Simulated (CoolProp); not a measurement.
A simple Rankine cycle with R1336mzz(E): condensing at 301.15 K, boiler at 1.69 MPa, turbine inlet 409 K, turbine efficiency 0.8, pump efficiency 0.7, no recuperator. Each further row changes one setting.

Computed with CoolProp (reference Helmholtz-energy equation of state, Akasaka 2023).

```tsv
case	thermal efficiency (%)	net work (kJ/kg)	heat in (kJ/kg)	turbine exit temperature (K)	volume ratio over the turbine
as stated	11.9	26.1	220	359.1	8.74
condensing temperature 293.15 K	13.0	29.9	230	354.0	11.5
boiler pressure 1.18 MPa	10.2	23.2	227	370.7	5.70
turbine efficiency 0.7	10.3	22.7	220	363.0	8.85
```
